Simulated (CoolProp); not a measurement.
Normal hydrogen at 298.15 K and 3.6 MPa flows at 3 m/s in a round tube of 20 mm bore and 1.5 µm roughness, fully developed (64/Re and Nu = 3.66 if laminar; Colebrook and Gnielinski if turbulent). Each further row changes one setting.

The numbers come from the reference Helmholtz-energy equation of state, Leachman 2009 in CoolProp.

```tsv
case	Reynolds number	Darcy friction factor	pressure drop (Pa/m)	heat-transfer coefficient (W/(m² K))	mass flow (kg/h)
as stated	…	0.0263	17.0	463	…
velocity 6 m/s	38500	0.0224	57.8	798	…
diameter 40 mm	38500	0.0223	7.18	…	38.9
```

Task: Some entries are withheld; supply them.

Result: 
- as stated, Reynolds number: 19300
- as stated, mass flow (kg/h): 9.73
- velocity 6 m/s, mass flow (kg/h): 19.5
- diameter 40 mm, heat-transfer coefficient (W/(m² K)): 397

Viscosity comes from a separate model (Muzny 2013). Thermal conductivity comes from a separate model (Assael 2011).
